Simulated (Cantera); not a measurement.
An isothermal, constant-pressure homogeneous reactor starts with 25.6 % H2, 25.6 % O2, 48.7 % N2, equivalence ratio 0.50, at 1048 K and 750 Torr.

Model: the H2/O2 subset of GRI-Mech 3.0, which has no nitrogen chemistry, integrated in Cantera. The temperature is held fixed by assumption; the heat of reaction is taken as removed at once.

x: mole fraction; the columns are a selection and need not sum to one.

```
t (s)         x H2   x O2     x HO2   x H2O     x OH       x O
--------  --------  -----  --------  ------  -------  --------
0.000100     0.221  0.241  0.000189  0.0337  0.00123   0.00177
0.000269    0.0498  0.168         ?   0.237        ?         ?
0.000725    0.0488  0.168  0.000126   0.238  1.86e-6   1.96e-6
0.00195     0.0463  0.167  0.000144   0.241  2.89e-6   2.78e-6
0.00525     0.0376  0.163  0.000146   0.251  3.72e-6   3.17e-6
0.0141           ?  0.156         ?   0.269        ?         ?
0.0381     0.00643  0.150   5.76e-5   0.287  2.33e-6   1.18e-6
0.102      0.00113  0.148   1.64e-5   0.293  1.01e-6   1.96e-7
0.276     0.000213  0.147   4.02e-6   0.294  3.41e-7   1.73e-8
0.743      4.27e-5  0.147   1.02e-6   0.294  1.40e-7   1.72e-9
2.00       5.09e-6  0.147   1.78e-7   0.294  8.52e-8  1.63e-10
```

What belongs in the gaps?


- 0.000269, x HO2: 0.000227
- 0.000269, x OH: 1.28e-5
- 0.000269, x O: 1.26e-5
- 0.0141, x H2: 0.0214
- 0.0141, x HO2: 0.000113
- 0.0141, x OH: 3.33e-6
- 0.0141, x O: 2.45e-6
